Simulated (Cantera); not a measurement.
Premixed flame

A freely propagating, adiabatic, planar premixed flame of C2H4 : O2 : N2 : H2O = 1 : 2.5 : 6.75 : 1.9 (molar parts), unburnt at 700 K and 3080 Torr; multicomponent+Soret transport, grid criteria slope 0.08 and curve 0.16, no radiation.

Cantera simulation using GRI-Mech 3.0 (53 species, 325 reactions); the numbers are that mechanism's predictions, not measurements. GRI-Mech 3.0 was tuned for natural gas; its chemistry of ethylene as a main component is partial and can be far from experiment. Burning velocities carry a grid error of a few per cent, more on coarse grids.

```json
[
 {"z (mm)": "-0.182", "T (K)": "700", "u (m/s)": "3.02", "x C2H4": "0.0823", "x O2": "0.206", "x H2O": "0.156", "x O": "<1e-8", "x H2O2": "2.21e-8", "x C2H": "<1e-8"},
 {"z (mm)": "-0.121", "T (K)": "700", "u (m/s)": "3.02", "x C2H4": "0.0822", "x O2": "0.206", "x H2O": "0.156", "x O": "<1e-8", "x H2O2": "3.80e-7", "x C2H": "<1e-8"},
 {"z (mm)": "-0.0911", "T (K)": "702", "u (m/s)": "3.03", "x C2H4": "0.0821", "x O2": "0.205", "x H2O": "0.156", "x O": "<1e-8", "x H2O2": "2.04e-6", "x C2H": "<1e-8"},
 {"z (mm)": "-0.0607", "T (K)": "713", "u (m/s)": "3.09", "x C2H4": "0.0817", "x O2": "0.204", "x H2O": "0.156", "x O": "3.59e-8", "x H2O2": "1.82e-5", "x C2H": "<1e-8"},
 {"z (mm)": "-0.0304", "T (K)": "901", "u (m/s)": "3.96", "x C2H4": "0.0743", "x O2": "0.187", "x H2O": "0.164", "x O": "6.13e-6", "x H2O2": "0.000237", "x C2H": "<1e-8"},
 {"z (mm)": "-0.0152", "T (K)": "1293", "u (m/s)": "5.81", "x C2H4": "0.0507", "x O2": "0.147", "x H2O": "0.189", "x O": "0.000132", "x H2O2": "0.000297", "x C2H": "8.41e-8"},
 {"z (mm)": "0", "T (K)": "1741", "u (m/s)": "8.04", "x C2H4": "0.0181", "x O2": "0.0945", "x H2O": "0.221", "x O": "0.000674", "x H2O2": "1.79e-5", "x C2H": "4.66e-6"},
 {"z (mm)": "0.0152", "T (K)": "2045", "u (m/s)": "9.59", "x C2H4": "0.00260", "x O2": "0.0549", "x H2O": "0.242", "x O": "0.00152", "x H2O2": "3.30e-6", "x C2H": "1.82e-5"},
 {"z (mm)": "0.0304", "T (K)": "2193", "u (m/s)": "10.3", "x C2H4": "0.000160", "x O2": "0.0328", "x H2O": "0.251", "x O": "0.00276", "x H2O2": "1.40e-6", "x C2H": "9.31e-6"},
 {"z (mm)": "0.0607", "T (K)": "2291", "u (m/s)": "10.7", "x C2H4": "1.76e-7", "x O2": "0.0173", "x H2O": "0.253", "x O": "0.00383", "x H2O2": "8.40e-7", "x C2H": "1.61e-7"},
 {"z (mm)": "0.121", "T (K)": "2381", "u (m/s)": "11.0", "x C2H4": "<1e-8", "x O2": "0.0109", "x H2O": "0.254", "x O": "0.00315", "x H2O2": "6.35e-7", "x C2H": "<1e-8"},
 {"z (mm)": "0.243", "T (K)": "2470", "u (m/s)": "11.3", "x C2H4": "<1e-8", "x O2": "0.00752", "x H2O": "0.261", "x O": "0.00208", "x H2O2": "4.92e-7", "x C2H": "<1e-8"},
 {"z (mm)": "0.486", "T (K)": "2543", "u (m/s)": "11.6", "x C2H4": "<1e-8", "x O2": "0.00493", "x H2O": "0.267", "x O": "0.00126", "x H2O2": "3.77e-7", "x C2H": "<1e-8"}
]
```
x: mole fraction of selected species; z is measured from the peak of heat release.

| Quantity | Result |
|---|---|
| laminar burning velocity | 302 cm/s |
| thermal thickness | 0.0607 mm |
| peak x(O) | 0.00383 |
| peak x(H2O2) | 0.000345 |
| peak x(C2H) | 1.84e-5 |
| grid points | 154 |
